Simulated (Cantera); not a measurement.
Input (Python, Cantera):

```python
import numpy as np
import cantera as ct

gas = ct.Solution("gri30.yaml")
gas.TPX = 500, 1300000, {'CO': 1, 'H2': 0.2, 'CH4': 0.072, 'O2': 1.27, 'N2': 5.96}
inlet = ct.Reservoir(gas, clone=True)
gas.equilibrate("HP")  # start burning
reactor = ct.IdealGasConstPressureReactor(gas, energy="on", clone=False)
exhaust = ct.Reservoir(gas, clone=True)
tau = [0.022, 0.012, 0.0068, 0.0038, 0.0021, 0.0012, 0.00064, 0.00036, 0.0002, 0.00011, 6.1e-05, 3.4e-05, 1.9e-05][0]
for a, b in ((inlet, reactor), (reactor, exhaust)):
    ct.MassFlowController(a, b, mdot=lambda t: reactor.mass / tau)
net = ct.ReactorNet([reactor])
show = ['CO', 'H2', 'CH4', 'HCO', 'HO2', 'CH3', 'H']

rows = []
print(f"{'tau/s':>10s}{'T/K':>9s}" + "".join(f"{s:>11s}" for s in show))
for tau in [0.022, 0.012, 0.0068, 0.0038, 0.0021, 0.0012, 0.00064, 0.00036, 0.0002, 0.00011, 6.1e-05, 3.4e-05, 1.9e-05]:
    net.initial_time = 0.0
    net.advance(30 * tau)
    before = gas.X
    net.advance(40 * tau)
    drift = np.max(np.abs(gas.X - before) / (gas.X + 1e-9))
    rows.append([gas.T, *gas[show].X, drift])
    print(f"{tau:10.3e}{gas.T:9.1f}" + "".join(f"{x:11.3e}" for x in gas[show].X))
```

Result:

```
     tau/s      T/K         CO         H2        CH4        HCO        HO2        CH3          H
 2.200e-02   1838.5  5.700e-04  2.094e-05  1.620e-06  1.180e-09  2.129e-06  3.319e-07  2.160e-06
 1.200e-02   1835.9  8.640e-04  3.056e-05  2.463e-06  2.166e-09  3.002e-06  4.996e-07  3.638e-06
 6.800e-03   1832.4  1.276e-03  4.386e-05  3.618e-06  3.841e-09  4.251e-06  7.199e-07  6.034e-06
 3.800e-03   1827.2  1.903e-03  6.372e-05  5.348e-06  6.936e-09  6.173e-06  1.031e-06  1.022e-05
 2.100e-03   1819.3  2.864e-03  9.336e-05  7.971e-06  1.273e-08  9.125e-06  1.468e-06  1.751e-05
 1.200e-03   1808.3  4.220e-03  1.339e-04  1.168e-05  2.266e-08  1.329e-05  2.033e-06  2.896e-05
 6.400e-04   1789.7  6.565e-03  2.007e-04  1.826e-05  4.355e-08  2.049e-05  2.918e-06  5.017e-05
 3.600e-04   1763.1  9.974e-03  2.920e-04  2.841e-05  7.968e-08  3.090e-05  4.088e-06  8.057e-05
 2.000e-04   1717.7  1.588e-02  4.388e-04  4.834e-05  1.490e-07  4.879e-05  5.942e-06  1.231e-04
 1.100e-04    500.0  1.176e-01  2.352e-02  8.469e-03  8.169e-26 -9.658e-19  1.464e-19  3.356e-23
 6.100e-05    500.0  1.176e-01  2.352e-02  8.469e-03  7.457e-26  2.970e-19  7.599e-20  3.064e-23
 3.400e-05    500.0  1.176e-01  2.352e-02  8.469e-03  6.465e-26  1.510e-19  3.693e-20  2.656e-23
 1.900e-05    500.0  1.176e-01  2.352e-02  8.469e-03  5.264e-26  7.371e-20  1.808e-20  2.163e-23
```

Computed with Cantera and GRI-Mech 3.0 (53 species, 325 reactions). The pressure lies above the range GRI-Mech 3.0 was tuned for (to about 10 atm).
